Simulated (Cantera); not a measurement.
Charge: 1 mol SiH2Cl2, 0.96 mol C3H8, 1500 mol H2, held at 1330 Pa.

Method: chemical equilibrium by Gibbs-energy minimisation in Cantera with the NASA 1993 tables (ideal gas, pure condensed phases). Candidate condensed phases: C, C6H6, C7H8, C8H18, Si, SiC; 109 gas species. Rates play no part.

x: gas mole fraction; n: condensed amount in mol.

| T (K) | x H2 | x H | x HCl | x C2H2 (acetylene) | n C(graphite) | n SiC(s) |
|---|---|---|---|---|---|---|
| 1148 | 0.998 | 6.20e-7 | 0.00133 | ? | 1.40 | 1.000 |
| 1248 | 0.999 | 4.04e-6 | 0.00133 | ? | 1.66 | 1.000 |
| 1348 | 0.999 | 2.00e-5 | 0.00133 | ? | 1.76 | 1.000 |
| 1448 | 0.999 | 7.98e-5 | 0.00133 | ? | 1.80 | 1.000 |
| 1548 | 0.998 | 0.000266 | 0.00133 | ? | 1.79 | 1.000 |
| 1648 | 0.998 | 0.000770 | 0.00133 | ? | 1.72 | 0.999 |
| 1748 | 0.997 | 0.00198 | 0.00132 | ? | 1.53 | 0.996 |
| 1848 | 0.994 | 0.00458 | 0.00132 | ? | 1.12 | 0.973 |
| 1948 | 0.988 | 0.00973 | 0.00131 | ? | 0.389 | 0.855 |
| 2048 | 0.978 | 0.0192 | 0.00129 | ? | 0 | 0.248 |
| 2148 | 0.962 | 0.0354 | 0.00127 | 0.000909 | 0 | 0 |
| 2248 | 0.936 | 0.0615 | 0.00123 | 0.000900 | 0 | 0 |
| 2348 | 0.896 | 0.101 | 0.00117 | 0.000881 | 0 | 0 |
| 2448 | 0.839 | 0.158 | 0.00108 | 0.000850 | 0 | 0 |

Fill in the missing entries.


- 1148, x C2H2 (acetylene): 3.71e-8
- 1248, x C2H2 (acetylene): 2.43e-7
- 1348, x C2H2 (acetylene): 1.20e-6
- 1448, x C2H2 (acetylene): 4.75e-6
- 1548, x C2H2 (acetylene): 1.57e-5
- 1648, x C2H2 (acetylene): 4.46e-5
- 1748, x C2H2 (acetylene): 0.000113
- 1848, x C2H2 (acetylene): 0.000256
- 1948, x C2H2 (acetylene): 0.000533
- 2048, x C2H2 (acetylene): 0.000837
